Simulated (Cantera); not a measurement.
# Adiabatic ignition

An adiabatic, constant-pressure homogeneous reactor starts with 15.0 % H₂, 17.8 % O₂, 67.2 % N₂, equivalence ratio 0.42, at 1623 K and 30.0 bar.

Computed with Cantera and the H2/O2 subset of GRI-Mech 3.0, which has no nitrogen chemistry. The hydrogen kinetics of GRI-Mech 3.0 are dated; newer H2 mechanisms differ, most at raised pressure. The pressure lies above the range GRI-Mech 3.0 was tuned for (to about 10 atm).

| t (s) | T (K) | x H₂ | x O₂ | x OH | x H₂O₂ | x HO₂ | x H | x H₂O |
|---|---|---|---|---|---|---|---|---|
| 3.00e-6 | 2610 | 0.000863 | 0.109 | 0.00913 | 2.49e-6 | 3.36e-5 | 0.000216 | 0.156 |
| 7.57e-6 | 2610 | 0.000860 | 0.109 | 0.00912 | 2.49e-6 | 3.36e-5 | 0.000216 | 0.156 |
| 1.91e-5 | 2610 | 0.000860 | 0.109 | 0.00912 | 2.49e-6 | 3.36e-5 | 0.000216 | 0.156 |
| 4.82e-5 | 2610 | 0.000860 | 0.109 | 0.00912 | 2.49e-6 | 3.36e-5 | 0.000216 | 0.156 |
| 0.000122 | 2610 | 0.000860 | 0.109 | 0.00912 | 2.49e-6 | 3.36e-5 | 0.000216 | 0.156 |
| 0.000307 | 2610 | 0.000860 | 0.109 | 0.00912 | 2.49e-6 | 3.36e-5 | 0.000216 | 0.156 |
| 0.000775 | 2610 | 0.000860 | 0.109 | 0.00912 | 2.49e-6 | 3.36e-5 | 0.000216 | 0.156 |
| 0.00195 | 2610 | 0.000860 | 0.109 | 0.00912 | 2.49e-6 | 3.36e-5 | 0.000216 | 0.156 |
| 0.00493 | 2610 | 0.000860 | 0.109 | 0.00912 | 2.49e-6 | 3.36e-5 | 0.000216 | 0.156 |
| 0.0124 | 2610 | 0.000860 | 0.109 | 0.00912 | 2.49e-6 | 3.36e-5 | 0.000216 | 0.156 |
| 0.0314 | 2610 | 0.000860 | 0.109 | 0.00912 | 2.49e-6 | 3.36e-5 | 0.000216 | 0.156 |
| 0.0793 | 2610 | 0.000860 | 0.109 | 0.00912 | 2.49e-6 | 3.36e-5 | 0.000216 | 0.156 |
| 0.200 | 2610 | 0.000860 | 0.109 | 0.00912 | 2.49e-6 | 3.36e-5 | 0.000216 | 0.156 |
x: mole fraction; the columns are a selection and need not sum to one.

```yaml
time_of_steepest_temperature_rise: 0.454 µs
temperature at 0.200 s: 2610 K
equilibrium_temperature: 2610 K
x(H₂) at 0.200 s: 0.000860 (gas-phase equilibrium 0.000860)
x(O₂) at 0.200 s: 0.109 (gas-phase equilibrium 0.109)
x(OH) at 0.200 s: 0.00912 (gas-phase equilibrium 0.00912)
```
